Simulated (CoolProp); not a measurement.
Vapour-liquid equilibrium of n-hexane (1) + dimethyl carbonate (2) at 366.5 K; x and y are mole fractions of (1).

Values from CoolProp's multi-fluid Helmholtz-energy mixture model, Thol 2019 and Zhou 2011; pair parameters Bell 2016.

Problem. Give the bubble pressure and the first vapour's composition at x = 0.125, 0.425, 0.5. Is there an azeotrope?

Solution. x = 0.125: 173.8 kPa, y = 0.411; x = 0.425: 218.0 kPa, y = 0.606; x = 0.5: 222.0 kPa, y = 0.632. y crosses x between x = 0.65 and 0.725: the model has an azeotrope there.

Pair parameters are fitted to limited data, so mixtures are less certain than the pure fluids.
